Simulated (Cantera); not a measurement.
A perfectly stirred reactor is fed with C3H8 : O2 : N2 = 1 : 8.93 : 33.6 (molar parts), equivalence ratio 0.56, at 330000 Pa; it is adiabatic with a 575 K inlet, and is followed from long to short residence time, starting on the burning branch (τ in s: 0.078, 0.034, 0.015, 0.0063, 0.0027, 0.0012, 0.00051, 0.00022, 9.4e-05, 4.1e-05, 1.8e-05, 7.6e-06, 3.3e-06).

Model: GRI-Mech 3.0 (53 species, 325 reactions), integrated in Cantera. GRI-Mech 3.0 was tuned for natural gas; its chemistry of propane as a main component is partial and can be far from experiment.

One state of this run: T (K) = 1820; x C3H8 = 6.14e-6; x O2 = 0.0886; x HCO = 1.67e-7; x C2H2 = 5.02e-6; x NO2 = 6.71e-8; x NO = 1.52e-5; x O = 0.000461. x: mole fraction; the columns are a selection and need not sum to one.

Which value of τ (s) does it belong to?
(A) 4.1e-5
(B) 0.0027
(C) 1.8e-5
(D) 0.00022

B, 0.0027
